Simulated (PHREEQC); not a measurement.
Consider water at 20 °C and 50 atm with 0.01 mol HF, 0.00012 mol KF, 0.00053 mol (NH4)2SiF6 and 0.12 mol H3PO4 per kg of water. Closed to the air; pH follows from the charge balance.

All values are PHREEQC results (ion-association model, phreeqc.dat), not measurements.

```tsv
quantity	before	after
pH	1.58	1.75
ionic strength (mol/kgw)	0.0319	0.0206
H3PO4 (mol/kgw)	0.0901	0.0404
H2PO4- (mol/kgw)	0.0299	0.0196
F- (mol/kgw)	0.000333	0.000241
SI of Quartz (SiO2)	-2.19	-0.99
```

Task: Which change was made?
A. diluted 2-fold with water
B. H3PO4 from 0.12 to 0.024 mol/kgw
C. diluted 10-fold with water
D. KF from 0.00012 to 0.00024 mol/kgw
E. temperature from 20 to 85 °C

Result: A, diluted 2-fold with water

Precipitation was switched off in this run. Under pressure, the constants of complexes without a molar volume in the database are unreliable. SiF6-2 is the database's only silicon fluoride.
